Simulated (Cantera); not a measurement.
Charge: 1 mol Si3N4, 13 mol H2, held at 28.0 Pa.

Equilibrium computed with Cantera from the NASA thermochemical tables; the gas is ideal and each condensed phase is pure. Candidate condensed phases: Si, Si3N4; 18 gas species. Mutual solubility and eutectic melting of coexisting phases are not modelled. The tables' values for SiN are old estimates; treat these amounts as uncertain. Gases not in the tables: Si2H6 and higher silanes. Kinetics and transport are ignored.

x: gas mole fraction; n: condensed amount in mol.

| T (K) | x H2 | x N2 | x Si | x H | x SiH | x Si2 | x Si2N | n Si3N4(s) | n Si(s) | n Si(l) |
|---|---|---|---|---|---|---|---|---|---|---|
| 1098 | 1.000 | 3.19e-6 | 7.72e-11 | 1.48e-6 | ___ | <1e-12 | <1e-12 | 1.000 | 0 | 0 |
| 1173 | 1.000 | 4.32e-5 | 1.77e-9 | 7.05e-6 | ___ | <1e-12 | 1.33e-12 | 1.000 | 0.000842 | 0 |
| 1248 | 1.000 | 0.000426 | 2.77e-8 | 2.79e-5 | ___ | 4.03e-12 | 4.62e-11 | 0.997 | 0.00831 | 0 |
| 1323 | 0.997 | 0.00322 | 3.17e-7 | 9.46e-5 | ___ | 9.62e-11 | 1.07e-9 | 0.979 | 0.0631 | 0 |
| 1398 | 0.980 | 0.0196 | 2.78e-6 | 0.000280 | ___ | 1.63e-9 | 1.76e-8 | 0.870 | 0.389 | 0 |
| 1473 | 0.901 | 0.0985 | 1.96e-5 | 0.000718 | ___ | 2.05e-8 | 2.16e-7 | 0.289 | 2.13 | 0 |
| 1548 | 0.865 | 0.133 | 0.000113 | 0.00171 | ___ | 2.02e-7 | 1.16e-6 | 0 | 3.00 | 0 |
| 1623 | 0.863 | 0.133 | 0.000559 | 0.00384 | ___ | 1.60e-6 | 4.63e-6 | 0 | 2.99 | 0 |
| 1698 | 0.857 | 0.132 | 0.00235 | 0.00800 | ___ | 1.02e-5 | 1.58e-5 | 0 | 0 | 2.96 |
| 1773 | 0.845 | 0.131 | 0.00761 | 0.0156 | ___ | 4.23e-5 | 3.67e-5 | 0 | 0 | 2.88 |
| 1848 | 0.820 | 0.128 | 0.0224 | 0.0287 | ___ | 0.000156 | 7.91e-5 | 0 | 0 | 2.64 |
| 1923 | 0.767 | 0.122 | 0.0606 | 0.0493 | ___ | 0.000517 | 0.000158 | 0 | 0 | 1.96 |

Task: Fill in the missing entries.

Result: 
- 1098, x SiH: 3.96e-11
- 1173, x SiH: 5.30e-10
- 1248, x SiH: 5.17e-9
- 1323, x SiH: 3.88e-8
- 1398, x SiH: 2.32e-7
- 1473, x SiH: 1.12e-6
- 1548, x SiH: 4.68e-6
- 1623, x SiH: 1.74e-5
- 1698, x SiH: 5.66e-5
- 1773, x SiH: 0.000144
- 1848, x SiH: 0.000338
- 1923, x SiH: 0.000726
